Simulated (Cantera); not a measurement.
A Cantera script and its output.

```python
import numpy as np
import cantera as ct

gas = ct.Solution("gri30.yaml")
gas.TPX = 1750, 100000, {'CH4': 1, 'O2': 6.67, 'N2': 25.1}
reactor = ct.IdealGasConstPressureReactor(gas, energy="on", clone=False)
net = ct.ReactorNet([reactor])
net.rtol, net.atol = 1e-08, 1e-16
show = ['CH4', 'O2', 'H2O2', 'HCO', 'C2H6', 'NO2']
times = np.geomspace(8e-06, 0.3, 11)

steps = ct.SolutionArray(gas, extra=["t"])
rows = []
print(f"{'t/s':>10s}{'T/K':>9s}{'P/Pa':>11s}" + "".join(f"{s:>11s}" for s in show))
for t in times:
    while net.time < t:
        t_next = net.step()
        steps.append(gas.state, t=t_next)
    rows.append([np.interp(t, steps.t, y) for y in (steps.T, steps.P, *steps(*show).X.T)])
    print(f"{t:10.3e}{rows[-1][0]:9.1f}{rows[-1][1]:11.4g}" + "".join(f"{x:11.3e}" for x in rows[-1][2:]))
rate = np.gradient(steps.T, steps.t)
print("integrator steps:", len(steps.t))
if steps.T.max() > steps.T[0] + 200:
    print(f"time of steepest temperature rise: {steps.t[rate.argmax()]:.4e} s")
gas.TPX = 1750, 100000, {'CH4': 1, 'O2': 6.67, 'N2': 25.1}
gas.equilibrate("HP")
print(f"equilibrium (HP): T = {gas.T:.1f} K  " + "  ".join(f"{s} {gas[s].X[0]:.3e}" for s in show))
```

It prints:

```
       t/s      T/K       P/Pa        CH4         O2       H2O2        HCO       C2H6        NO2
 8.000e-06   1749.9      1e+05  3.050e-02  2.035e-01  1.580e-08  8.810e-11  4.414e-09  1.087e-16
 2.293e-05   1749.8      1e+05  3.044e-02  2.035e-01  5.216e-08  1.246e-09  1.545e-07  4.046e-15
 6.575e-05   1750.3      1e+05  2.993e-02  2.032e-01  2.285e-07  4.969e-08  8.657e-06  2.610e-13
 1.885e-04   2130.9      1e+05  1.761e-17  1.368e-01  1.299e-07  4.138e-09  3.089e-31  5.098e-09
 5.404e-04   2298.6      1e+05  1.704e-20  1.388e-01  8.256e-08  2.376e-10  9.090e-38  1.042e-07
 1.549e-03   2341.7      1e+05  1.431e-18  1.400e-01  1.041e-07  5.555e-11  4.310e-33  3.318e-07
 4.441e-03   2341.8      1e+05  6.387e-21  1.397e-01  1.052e-07  5.236e-11  6.064e-39  8.253e-07
 1.273e-02   2339.0      1e+05  6.146e-21  1.390e-01  1.043e-07  5.083e-11  3.108e-39  2.142e-06
 3.650e-02   2332.4      1e+05  5.622e-21  1.373e-01  1.022e-07  4.744e-11  2.646e-39  5.161e-06
 1.046e-01   2323.2      1e+05  4.949e-21  1.350e-01  9.926e-08  4.304e-11  2.106e-39  9.383e-06
 3.000e-01   2319.5      1e+05  4.693e-21  1.340e-01  9.809e-08  4.135e-11  1.915e-39  1.111e-05
integrator steps: 1612
time of steepest temperature rise: 1.4611e-04 s
equilibrium (HP): T = 2319.4 K  CH4 7.286e-21  O2 1.340e-01  H2O2 9.805e-08  HCO 4.130e-11  C2H6 3.745e-39  NO2 1.116e-05
```

Detailed kinetics in Cantera: GRI-Mech 3.0 (53 species, 325 reactions).
